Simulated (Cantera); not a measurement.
A Cantera script and what it prints.

```python
import numpy as np
import cantera as ct

gas_names = """
    AL ALI ALI3 AL2 AL2I6 I I2
""".split()
cond_names = """
    AL(cr) AL(L) ALI3(s) ALI3(L) I2(cr) I2(L)
""".split()


def load(file, names, dense=False):
    # The tables refer to 1 bar. Condensed volumes are neglected.
    table = {s.name: s for s in ct.Species.list_from_file(file)}
    out = []
    for n in names:
        d = dict(table[n].input_data)
        d["thermo"] = dict(d["thermo"], **{"reference-pressure": 1e5})
        if dense:
            d["equation-of-state"] = {"model": "constant-volume", "density": "1e6 g/cm^3"}
        out.append(ct.Species.from_dict(d))
    return out


gas = ct.Solution(thermo="ideal-gas", species=load("nasa_gas.yaml", gas_names))
cond = {s.name: ct.Solution(thermo="fixed-stoichiometry", species=[s], name=s.name)
        for s in load("nasa_condensed.yaml", cond_names, dense=True)}
atoms = {
    'Al': {'AL': 1},
    'I2': {'I': 2},
}
top_T = {}  # K; cautious upper limits of use, not melting points


def equilibrate(T, P, feed):
    n = {}
    for name, mol in feed.items():
        for a, k in atoms[name].items():
            n[a] = n.get(a, 0.0) + k * mol
    gas.TPX = T, P, n
    mass = sum(n.values()) * gas.mean_molecular_weight
    gas.equilibrate("TP")
    valid = [c for c in cond.values() if c.min_temp <= T <= top_T.get(c.name, c.max_temp)]
    mix = ct.Mixture([(gas, mass / gas.mean_molecular_weight)] + [(c, 0.0) for c in valid])
    mix.T, mix.P = T, P
    mix.equilibrate("TP", solver="vcs", rtol=1e-11, max_steps=5000)
    return mix


results = []
feed = {'Al': 1, 'I2': 0.4}  # mol
P = 10  # Pa
for T in [675, 725, 775, 825, 875, 925, 975]:
    mix = equilibrate(T, P, feed)
    results.append((T, P, feed, dict(zip(mix.species_names, mix.species_moles))))
    x = sorted(zip(gas.X, gas.species_names), reverse=True)
    print(f"T = {T:g} K  P = {P:g} Pa  gas = {mix.phase_moles(0):.4g} mol")
    print("   x: " + "  ".join(f"{s} {v:.3e}" for v, s in x if v > 1e-05))
    print("   condensed (mol): " + ("  ".join(f"{mix.phase(i).name} {mix.phase_moles(i):.4g}"
          for i in range(1, mix.n_phases) if mix.phase_moles(i) > 1e-12) or "none"))
```

Output:

```
T = 675 K  P = 10 Pa  gas = 0.2677 mol
   x: ALI3 9.937e-01  ALI 6.070e-03  AL2I6 2.334e-04
   condensed (mol): AL(cr) 0.7323
T = 725 K  P = 10 Pa  gas = 0.272 mol
   x: ALI3 9.704e-01  ALI 2.950e-02  AL2I6 6.844e-05
   condensed (mol): AL(cr) 0.728
T = 775 K  P = 10 Pa  gas = 0.2885 mol
   x: ALI3 8.863e-01  ALI 1.137e-01  AL2I6 2.062e-05
   condensed (mol): AL(cr) 0.7115
T = 825 K  P = 10 Pa  gas = 0.3459 mol
   x: ALI3 6.562e-01  ALI 3.437e-01  I 1.805e-05
   condensed (mol): AL(cr) 0.6541
T = 875 K  P = 10 Pa  gas = 0.5235 mol
   x: ALI 7.358e-01  ALI3 2.641e-01  I 5.628e-05
   condensed (mol): AL(cr) 0.4766
T = 925 K  P = 10 Pa  gas = 0.7477 mol
   x: ALI 9.649e-01  ALI3 3.496e-02  I 1.038e-04
   condensed (mol): AL(cr) 0.2524
T = 975 K  P = 10 Pa  gas = 0.7945 mol
   x: ALI 9.964e-01  ALI3 3.438e-03  I 1.552e-04
   condensed (mol): AL(L) 0.2056
```

Method: chemical equilibrium by Gibbs-energy minimisation in Cantera with the NASA 1993 tables (ideal gas, pure condensed phases).
